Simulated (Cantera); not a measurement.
An adiabatic, constant-pressure homogeneous reactor starts with CO : H2 : O2 : N2 : CO2 = 1 : 0.11 : 1.54 : 5.8 : 1.6 (molar parts), equivalence ratio 0.36, at 1600 K and 0.207 atm. Integrator tolerance rtol = 1e-08.

Model: GRI-Mech 3.0 (53 species, 325 reactions), integrated in Cantera.

```csv
quantity,before,after
time of steepest temperature rise,0.192 ms,2.76 µs
temperature at 2.00 s,2230 K,2313 K
equilibrium temperature,2230 K,2313 K
x(CO) at 2.00 s,0.0130 (gas-phase equilibrium 0.0130),0.00238 (gas-phase equilibrium 0.00238)
x(H2) at 2.00 s,9.56e-5 (gas-phase equilibrium 9.55e-5),1.72e-5 (gas-phase equilibrium 1.72e-5)
x(O2) at 2.00 s,0.104 (gas-phase equilibrium 0.104),0.0994 (gas-phase equilibrium 0.0994)
x(NO) at 2.00 s,0.00827 (gas-phase equilibrium 0.00832),0.00975 (gas-phase equilibrium 0.00975)
x(H2O) at 2.00 s,0.0102 (gas-phase equilibrium 0.0102),0.0110 (gas-phase equilibrium 0.0110)
x(CO2) at 2.00 s,0.259 (gas-phase equilibrium 0.259),0.271 (gas-phase equilibrium 0.271)
```

Problem. Which change was made?
A) pressure from 0.207 atm to 1.00 atm
B) pressure from 0.207 atm to 2.76 atm
C) CO2 1.6 to 2.2 parts
D) pressure from 0.207 atm to 20.7 atm

Solution. D, pressure from 0.207 atm to 20.7 atm
